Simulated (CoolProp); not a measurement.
Sulfur dioxide along the isotherm 185.25 °C: Z from the reference equation and from simpler models built on Tc = 157.5 °C, pc = 7.887 MPa, ω = 0.256; each cubic takes its own stable root.

Computed with CoolProp (reference Helmholtz-energy equation of state, Gao 2016).

| p (MPa) | phase | reference |
|---|---|---|
| 1.31 | gas | 0.9523 |
| 2.63 | gas | 0.9012 |
| 3.94 | gas | 0.8465 |
| 5.26 | gas | 0.7866 |
| 6.57 | gas | 0.7208 |
| 7.89 | supercritical | 0.6455 |
| 9.2 | supercritical | 0.5578 |
| 10.5 | supercritical | 0.4548 |
| 11.8 | supercritical | 0.3655 |

How far does each simpler model (van der Waals, Redlich-Kwong, Soave-Redlich-Kwong, Peng-Robinson) lie from the reference over these 9 states: mean and median of the absolute difference, and the worst?


- van der Waals: mean 3.2 %, median 1.2 %, worst -11.0 % at 185.25 °C and 10.5 MPa
- Redlich-Kwong: mean 1.5 %, median 0.7 %, worst +4.5 % at 185.25 °C and 11.8 MPa
- Soave-Redlich-Kwong: mean 3.7 %, median 1.3 %, worst +16.6 % at 185.25 °C and 11.8 MPa
- Peng-Robinson: mean 2.4 %, median 1.7 %, worst +9.0 % at 185.25 °C and 11.8 MPa
